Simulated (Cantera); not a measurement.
A closed system holds: 1 mol FeS, 0.21 mol SO3, 0.65 mol H2O, 2.3 mol O2, held at 1 atm.

Method: chemical equilibrium by Gibbs-energy minimisation in Cantera with the NASA 1993 tables (ideal gas, pure condensed phases). Candidate condensed phases: Fe, FeO, Fe(OH)2, Fe(OH)3, FeS, FeSO4, FeS2, Fe2O3, Fe2(SO4)3, Fe3O4, H2O, H2SO4, S; 22 gas species. Kinetics and transport are ignored.

Task: Which condensed phases are stable at each of these points (T (°C)): 352, 502, 652, 802, 952, 1102, 1252, 1402, 1552?

Result: 
```
T (°C)         condensed phases  Fe condensed (%)
------  -----------------------  ----------------
352     Fe2O3(s) + Fe2(SO4)3(s)             100.0
502     Fe2O3(s) + Fe2(SO4)3(s)             100.0
652     Fe2O3(s) + Fe2(SO4)3(s)             100.0
802                    Fe2O3(s)             100.0
952                    Fe2O3(s)             100.0
1102                   Fe2O3(s)             100.0
1252                   Fe2O3(s)             100.0
1402                   Fe2O3(s)             100.0
1552                   Fe3O4(s)             100.0
```

From 352 °C to 652 °C the condensed part is Fe2O3(s) + Fe2(SO4)3(s). From 802 °C to 1402 °C the condensed part is Fe2O3(s). At 1552 °C the condensed part is Fe3O4(s).
